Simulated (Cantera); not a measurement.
A closed system holds: 1 mol AlN, 220 mol H2, at 0.00410 bar.

Method: chemical equilibrium by Gibbs-energy minimisation in Cantera with the NASA 1993 tables (ideal gas, pure condensed phases). Candidate condensed phases: Al, AlN; 13 gas species. Equilibrium is a limit: real reactors are often held back by kinetics, nucleation or transport.

### Question
At 1575 K, list the 4 most abundant gas species with their mole fractions, and the condensed phases.

### Answer
H2 0.999, H 0.000649, Al 0.000238, N2 0.000126. Condensed: AlN(s).
